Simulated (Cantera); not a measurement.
A closed system holds: 1 mol Zr, 5.4 mol N₂O, 2.9 mol N₂, at 0.0495 Torr.

Equilibrium computed with Cantera from the NASA thermochemical tables; the gas is ideal and each condensed phase is pure. Candidate condensed phases: Zr, ZrN, ZrO₂; 13 gas species. Equilibrium is a limit: real reactors are often held back by kinetics, nucleation or transport. All values below are at 1975 K.

Base state: N₂ 0.816, O₂ 0.151, O 0.0264, NO 0.00617 (mole fractions); condensed: ZrO₂(tetragonal).

**Question.** What changes in the equilibrium state with this change: 1.4 mol H₂O added?

**Answer.** 
| species | before | after |
|---|---|---|
| N₂ | 0.816 | 0.702 |
| O₂ | 0.151 | 0.133 |
| H₂O | 0 | 0.0952 |
| OH | 0 | 0.0174 |
| H | 0 | 0.0147 |
| O | 0.0264 | 0.0247 |
| H₂ | 0 | 0.00767 |
| NO | 0.00617 | 0.00536 |
| ZrO₂(tetragonal), mol | 1.000 | 1.000 |
Further candidate phases: H₂O.
